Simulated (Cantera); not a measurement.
A closed system holds: 1 mol CH3SiCl3, 0.21 mol CH4, 3.1 mol H2, 3.2 mol HCl, at 2550 K.

These are equilibrium values from Cantera (NASA tables, ideal gas, pure condensed phases), not measurements of a reactor. Candidate condensed phases: C, C6H6, C7H8, C8H18, Si, SiC; 109 gas species. The feed counts by its element totals alone. The tables' values for SiCl, SiCl3 are old estimates; treat these amounts as uncertain. Gases not in the tables: Si2H6 and higher silanes. Kinetics and transport are ignored.

x: gas mole fraction; n: condensed amount in mol.

```csv
P (Pa),x H2,x HCl,x H,x Cl,x SiCl2,x Si,x SiC2,n C(graphite)
100,0.155,0.141,0.388,0.249,0.00123,0.0461,0.0138,…
400,0.242,0.257,0.242,0.181,0.00999,0.0443,0.0132,…
1600,0.321,0.345,0.140,0.106,0.0360,0.0293,0.00876,…
6300,0.384,0.386,0.0770,0.0544,0.0662,0.0131,0.00392,1.00
25000,0.424,0.404,0.0406,0.0272,0.0854,0.00430,0.00128,1.06
100000,0.445,0.414,0.0208,0.0136,0.0931,0.00117,0.000349,1.08
```

Q: Complete the blanks.

A: 
- 100, n C(graphite): 0.636
- 400, n C(graphite): 0.739
- 1600, n C(graphite): 0.883
